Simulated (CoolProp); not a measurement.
Computed with CoolProp (reference Helmholtz-energy equation of state, Thol 2019).

Problem. For n-hexane, give the phase and the density (kg/m³), isothermal compressibility (1/MPa), conductivity (mW/(m K)), fugacity coefficient at 81.75 °C and 0.503 MPa; 91.25 °C and 0.503 MPa; 100.75 °C and 0.503 MPa.

Solution. 
- 81.75 °C and 0.503 MPa: liquid; density 601, isothermal compressibility 0.00310, conductivity 105, fugacity coefficient 0.285
- 91.25 °C and 0.503 MPa: liquid; density 591, isothermal compressibility 0.00349, conductivity 102, fugacity coefficient 0.366
- 100.75 °C and 0.503 MPa: liquid; density 581, isothermal compressibility 0.00396, conductivity 100, fugacity coefficient 0.463

Thermal conductivity comes from a separate model (Assael 2013).
